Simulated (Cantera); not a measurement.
Input: 1 mol Ta2O5, 0.62 mol C, 2.1 mol CO, at 923.15 K and 69.0 Pa.

These are equilibrium values from Cantera (NASA tables, ideal gas, pure condensed phases), not measurements of a reactor. Candidate condensed phases: C, Ta, TaC, Ta2O5; 15 gas species. Rates play no part.

Base state: CO 0.998, CO2 0.00216 (mole fractions); condensed: C(graphite) + Ta2O5(s).

What changes in the equilibrium state with this change: temperature from 923.15 K to 1900 K?


| species | before | after |
|---|---|---|
| CO | 0.998 | 0.999 |
| CO2 | 0.00216 | 0.000274 |
| TaO2 | <1e-9 | 0.000243 |
| TaO | <1e-9 | 4.71e-5 |
| C(graphite), mol | 0.625 | 0 |
| Ta2O5(s), mol | 1.00 | 0.876 |
| Ta(s), mol | 0 | 0.248 |
Mutual solubility and eutectic melting of coexisting phases are not modelled. Condensed phases not in the tables: Ta2C, N, O or C dissolved in the metal.
